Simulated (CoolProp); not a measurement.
Vapour-liquid equilibrium of cis-2-butene (1) + ethanol (2) at 507 kPa; x and y are mole fractions of (1).

Values from CoolProp's multi-fluid Helmholtz-energy mixture model, Lemmon 2005 and Schroeder 2014; pair parameters Bell 2016.

Task: Give the bubble temperature and the first vapour's composition at x = 0.2, 0.35, 0.5. Is there an azeotrope?

Result: x = 0.2: 71.6 °C, y = 0.859; x = 0.35: 61.3 °C, y = 0.914; x = 0.5: 59.8 °C, y = 0.921. No azeotrope shows between x = 0.05 and 0.95.

The pair parameters rest on a limited set of measurements; away from them the model extrapolates. With so large a gap from Raoult's law the liquid may split in two, which this calculation doesn't test in full.
